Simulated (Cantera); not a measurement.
Mixture: CH₃OH : O₂ : N₂ = 1 : 1 : 3.76 (molar parts), equivalence ratio 1.5, at 3900000 Pa, adiabatic and at constant volume. Ignition delay is the time to a rise of 400 K.

Model: GRI-Mech 3.0 (53 species, 325 reactions), integrated in Cantera. GRI-Mech 3.0 was tuned for natural gas; its chemistry of methanol as a main component is partial and can be far from experiment. The pressure lies above the range GRI-Mech 3.0 was tuned for (to about 10 atm).

Question: Predict: delay at 1123 K; delay at 1323 K; delay at 1523 K; delay at 1723 K; apparent activation energy between 1623 and 1823 K.

Answer: 
```json
{
 "delay at 1123 K": "2.18 ms",
 "delay at 1323 K": "79.8 µs",
 "delay at 1523 K": "7.48 µs",
 "delay at 1723 K": "1.34 µs",
 "apparent activation energy between 1623 and 1823 K": "180 kJ/mol"
}
```
